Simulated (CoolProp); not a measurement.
Saturated liquid density (kg/m³) of CH2F2 (R32): the reference equation beside estimates from Tc = 351.3 K, pc = 5.783 MPa, ω = 0.277. Rackett uses Z = 0.29056 − 0.08775 ω.

Model: reference Helmholtz-energy equation of state, Tillner-Roth 1997, in CoolProp.

```
T (K)  reference  Rackett  van der Waals  Soave-Redlich-Kwong  Peng-Robinson
-----  ---------  -------  -------------  -------------------  -------------
186.8       1305     1123          663.1                 1009           1136
190.1       1296     1116          659.4                 1003           1130
193.3       1288     1109          655.7                997.8           1124
196.5       1280     1102          652.0                992.3           1118
199.7       1271     1095          648.3                986.7           1112
202.9        [?]     1088          644.5                980.9           1106
206.1       1255      [?]          640.6                975.1           1100
209.3       1246      [?]          636.7                969.1           1093
212.5       1237     1067          632.8                963.0           1087
215.7       1229     1060          628.8                956.7           1080
218.9       1220     1053          624.7                950.3           1073
```

### Question
Fill in the missing entries.

### Answer

- 202.9, reference: 1263
- 206.1, Rackett: 1081
- 209.3, Rackett: 1074

Absolute difference from the reference over all 11 rows, mean and median: Rackett 13.8 and 13.9 %, van der Waals 49.0 and 49.0 %, Soave-Redlich-Kwong 22.4 and 22.3 %, Peng-Robinson 12.5 and 12.4 %.
